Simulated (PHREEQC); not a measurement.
## Brine

Consider water at 25 °C with 0.6 mol CaCl2, 0.025 mol BaCl2 and 1.4 mol MgCl2 per kg of water. Closed to the air; pH follows from the charge balance.

The numbers come from PHREEQC with the Pitzer model, pitzer.dat.

Precipitation was switched off in this run.

What activity of water does the model give?

activity of water 0.850.

Complexes and solids missing from the database can't appear.
